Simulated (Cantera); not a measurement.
A Cantera script and what it prints.

```python
import numpy as np
import cantera as ct

gas_names = """
    CL CL2 H HCL H2 Si SiCL SiCL2 SiCL3 SiCL4 SiH SiHCL3 SiH2 SiH2CL2 SiH3 SiH3CL SiH4 Si2 Si3
""".split()
cond_names = """
    Si(cr) Si(L)
""".split()


# ... load() reads the species with a 1 bar reference pressure and builds the phases ...
atoms = {
    'Si': {'Si': 1},
    'HCl': {'H': 1, 'CL': 1},
    'H2': {'H': 2},
}
top_T = {}  # K; cautious upper limits of use, not melting points


# ... equilibrate(T, P, feed) seeds the gas with the atoms and calls Mixture.equilibrate('TP', solver="vcs", rtol=1e-11, max_steps=5000) ...
results = []
feed = {'Si': 1, 'HCl': 24, 'H2': 71}  # mol
P = 1000  # Pa
for T in [1073, 1123, 1173, 1223, 1273, 1323, 1373, 1423, 1473, 1523, 1573, 1623, 1673, 1723]:
    mix = equilibrate(T, P, feed)
    results.append((T, P, feed, dict(zip(mix.species_names, mix.species_moles))))
    x = sorted(zip(gas.X, gas.species_names), reverse=True)
    print(f"T = {T:g} K  P = {P:g} Pa  gas = {mix.phase_moles(0):.4g} mol")
    print("   x: " + "  ".join(f"{s} {v:.3e}" for v, s in x if v > 0.0001))
    print("   condensed (mol): " + ("  ".join(f"{mix.phase(i).name} {mix.phase_moles(i):.4g}"
          for i in range(1, mix.n_phases) if mix.phase_moles(i) > 1e-12) or "none"))
```

It prints:

```
T = 1073 K  P = 1000 Pa  gas = 94.02 mol
   x: H2 7.758e-01  HCL 2.135e-01  SiCL4 9.914e-03  SiHCL3 4.413e-04  SiCL3 2.089e-04
   condensed (mol): none
T = 1123 K  P = 1000 Pa  gas = 94.05 mol
   x: H2 7.751e-01  HCL 2.143e-01  SiCL4 9.298e-03  SiHCL3 5.768e-04  SiCL3 4.648e-04  SiCL2 2.886e-04
   condensed (mol): none
T = 1173 K  P = 1000 Pa  gas = 94.13 mol
   x: H2 7.734e-01  HCL 2.160e-01  SiCL4 8.098e-03  SiCL2 9.558e-04  SiCL3 8.861e-04  SiHCL3 6.759e-04
   condensed (mol): none
T = 1223 K  P = 1000 Pa  gas = 94.29 mol
   x: H2 7.704e-01  HCL 2.190e-01  SiCL4 6.139e-03  SiCL2 2.424e-03  SiCL3 1.366e-03  SiHCL3 6.666e-04
   condensed (mol): none
T = 1273 K  P = 1000 Pa  gas = 94.51 mol
   x: H2 7.665e-01  HCL 2.229e-01  SiCL2 4.559e-03  SiCL4 3.848e-03  SiCL3 1.636e-03  SiHCL3 5.288e-04
   condensed (mol): none
T = 1323 K  P = 1000 Pa  gas = 94.7 mol
   x: H2 7.631e-01  HCL 2.263e-01  SiCL2 6.618e-03  SiCL4 2.023e-03  SiCL3 1.564e-03  SiHCL3 3.459e-04
   condensed (mol): none
T = 1373 K  P = 1000 Pa  gas = 94.83 mol
   x: H2 7.608e-01  HCL 2.286e-01  SiCL2 8.087e-03  SiCL3 1.293e-03  SiCL4 9.567e-04  SiHCL3 2.014e-04
   condensed (mol): none
T = 1423 K  P = 1000 Pa  gas = 94.9 mol
   x: H2 7.596e-01  HCL 2.298e-01  SiCL2 8.987e-03  SiCL3 9.963e-04  SiCL4 4.370e-04  SiHCL3 1.121e-04
   condensed (mol): none
T = 1473 K  P = 1000 Pa  gas = 94.95 mol
   x: H2 7.589e-01  HCL 2.305e-01  SiCL2 9.516e-03  SiCL3 7.486e-04  SiCL4 2.015e-04  H 1.102e-04
   condensed (mol): none
T = 1523 K  P = 1000 Pa  gas = 94.97 mol
   x: H2 7.584e-01  HCL 2.308e-01  SiCL2 9.834e-03  SiCL3 5.612e-04  H 2.013e-04
   condensed (mol): none
T = 1573 K  P = 1000 Pa  gas = 94.99 mol
   x: H2 7.581e-01  HCL 2.310e-01  SiCL2 1.003e-02  SiCL3 4.239e-04  H 3.540e-04
   condensed (mol): none
T = 1623 K  P = 1000 Pa  gas = 95.02 mol
   x: H2 7.577e-01  HCL 2.310e-01  SiCL2 1.016e-02  H 6.016e-04  SiCL3 3.239e-04  CL 1.445e-04
   condensed (mol): none
T = 1673 K  P = 1000 Pa  gas = 95.04 mol
   x: H2 7.573e-01  HCL 2.310e-01  SiCL2 1.024e-02  H 9.910e-04  SiCL3 2.506e-04  CL 2.360e-04
   condensed (mol): none
T = 1723 K  P = 1000 Pa  gas = 95.08 mol
   x: H2 7.567e-01  HCL 2.308e-01  SiCL2 1.029e-02  H 1.586e-03  CL 3.748e-04  SiCL3 1.964e-04
   condensed (mol): none
```

Cantera equilibrium calculation (NASA polynomials, part measured and part estimated; ideal gas, pure solids and liquids). The tables' values for SiCl3, SiCl are old estimates; treat these amounts as uncertain.
